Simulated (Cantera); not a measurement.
n-butane + H2 + N2 (carbon deposition, reforming and gasification)

Feed: 1 mol n-butane, a varied amount of H2, 32 mol N2, equilibrated at 29.0 Pa.

Cantera equilibrium calculation (NASA polynomials, part measured and part estimated; ideal gas, pure solids and liquids). Candidate condensed phases: C, C6H6, C7H8, C8H18; 92 gas species. Equilibrium is a limit: real reactors are often held back by kinetics, nucleation or transport.

Q: Map the stable condensed phases over T = 2150, 2175, 2200, 2225, 2250, 2275, 2300, 2325, 2350, 2375, 2400, 2425 °C and n(H2) in mol = 1.7, 2.9, 4.9, 8.3, 14, 24, 41, 70.

A: 
```
T in °C \ n(H2) in mol
         1.7 2.9 4.9 8.3  14  24  41  70
   2425    A   A   A   A   A   A   A   A
   2400    A   A   A   A   A   A   A   A
   2375    B   B   A   A   A   A   A   A
   2350    B   B   B   B   A   A   A   A
   2325    B   B   B   B   B   A   A   A
   2300    B   B   B   B   B   B   A   A
   2275    B   B   B   B   B   B   A   A
   2250    B   B   B   B   B   B   B   A
   2225    B   B   B   B   B   B   B   A
   2200    B   B   B   B   B   B   B   B
   2175    B   B   B   B   B   B   B   B
   2150    B   B   B   B   B   B   B   B
```
A: gas only; B: C.
